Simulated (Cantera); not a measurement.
Charge: 1 mol MgO, 1.1 mol NF₃, at 1923 K and 130 Pa.

Cantera equilibrium calculation (NASA polynomials, part measured and part estimated; ideal gas, pure solids and liquids). Equilibrium is a limit: real reactors are often held back by kinetics, nucleation or transport.

| species | before | after |
|---|---|---|
| F | 0.387 | 0.388 |
| MgF₂ | 0.298 | 0.298 |
| N₂ | 0.163 | 0.164 |
| O | 0.00383 | 0.000203 |
| O₂ | 0.146 | 0.149 |
| NO | 0.00233 | 0.000819 |
| Mg₂F₄ | 7.49e-6 | 0.000122 |
Gas species are given as mole fractions.

Task: What was changed between the two runs?
(A) temperature from 1923 K to 1623 K
(B) NF₃ from 1.1 to 0.72 mol
(C) NF₃ from 1.1 to 0.69 mol
(D) pressure from 130 Pa to 1330 Pa

Result: A, temperature from 1923 K to 1623 K
